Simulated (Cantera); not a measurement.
Input: 1 mol Pb, 4.8 mol H₂S, 9.4 mol H₂, at 1823 K and 0.00320 bar.

Method: chemical equilibrium by Gibbs-energy minimisation in Cantera with the NASA 1993 tables (ideal gas, pure condensed phases). Candidate condensed phases: Pb, PbS, S; 10 gas species. The numbers say what is thermodynamically allowed, not how fast it happens.

Problem. What is the equilibrium state?

Solution. 
* **x(H₂)**: 0.792
* **x(S₂)**: 0.109
* **x(Pb)**: 0.0339
* **x(PbS)**: 0.0236
* **x(H₂S)**: 0.0149
* **x(SH)**: 0.0137
* **x(H)**: 0.00682
* **x(S)**: 0.00522
* **gas amount**: 17.37 mol
* **log10 activity of S(l) (absent)**: -3.21
* **log10 activity of Pb(l) (absent)**: -3.46
